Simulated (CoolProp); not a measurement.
Saturation properties of o-xylene.

Computed with CoolProp (reference Helmholtz-energy equation of state, Zhou 2012).

| T (K) | p (MPa) | vapour density (kg/m³) | liquid conductivity (mW/(m K)) |
|---|---|---|---|
| 486.8 | 0.4713 | 14.24 | 86.2 |
| 492.9 | 0.5273 | (withheld) | (withheld) |
| 498.9 | 0.5871 | (withheld) | 84.1 |
| 505 | 0.6530 | 19.74 | (withheld) |
| 511 | 0.7231 | (withheld) | 82.2 |
| 517.1 | 0.8000 | 24.32 | 81.3 |
| 523.1 | 0.8816 | (withheld) | 80.5 |
| 529.2 | (withheld) | 29.82 | 79.7 |
| 535.2 | 1.065 | 32.95 | 78.9 |

Q: Some entries are withheld; supply them.

A: 
- 492.9, vapour density (kg/m³): 15.92
- 492.9, liquid conductivity (mW/(m K)): 85.2
- 498.9, vapour density (kg/m³): 17.73
- 505, liquid conductivity (mW/(m K)): 83.2
- 511, vapour density (kg/m³): 21.91
- 523.1, vapour density (kg/m³): 26.92
- 529.2, p (MPa): 0.9708

It boils at 417.5 K under 1 atm.

Thermal conductivity comes from a separate model (Mylona 2014).
